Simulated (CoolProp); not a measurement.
n-nonane at several states: fugacity coefficient from the reference equation and from simpler models built on Tc = 321.4 °C, pc = 2.282 MPa, ω = 0.443; each cubic takes its own stable root.

Values from CoolProp's reference Helmholtz-energy equation of state, Lemmon 2006. It is a short technical equation, of lower accuracy than the large ones.

```tsv
T (°C)	p (MPa)	phase	reference
7.65	9.69	liquid	3.825e-5
-43.95	1.61	liquid	1.040e-6
59.95	8.41	liquid	0.0008247
```

How far does each simpler model (van der Waals, Soave-Redlich-Kwong, Peng-Robinson) lie from the reference over these 3 states: mean and median of the absolute difference, and the worst?


- van der Waals: mean 236095.2 %, median 41468.6 %, worst +662111.5 % at -43.95 °C and 1.61 MPa
- Soave-Redlich-Kwong: mean 10.0 %, median 8.4 %, worst +13.5 % at 7.65 °C and 9.69 MPa
- Peng-Robinson: mean 23.5 %, median 19.7 %, worst +43.3 % at -43.95 °C and 1.61 MPa
